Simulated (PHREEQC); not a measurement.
**Metal-bearing waste water: speciation**

Consider water at 25 °C with 0.039 mol/kgw FeSO4 and 0.00015 mol/kgw NaH2PO4. Closed to the air; pH follows from the charge balance.

Model: ion-association model, wateq4f.dat, run in PHREEQC.

Precipitation was switched off in this run.

**Question.** What pH, ionic strength does the model give?

**Answer.** pH 5.34; ionic strength 0.0953 mol/kgw.

**Question.** In which forms is Fe present?

**Answer.** Fe+2 61 %, FeSO4 39 % of the Fe.

The solution is supersaturated, for example in Vivianite, so a real one may precipitate; this is no full list. H3PO4, which wateq4f.dat lacks, is added to it with the constant of phreeqc.dat.
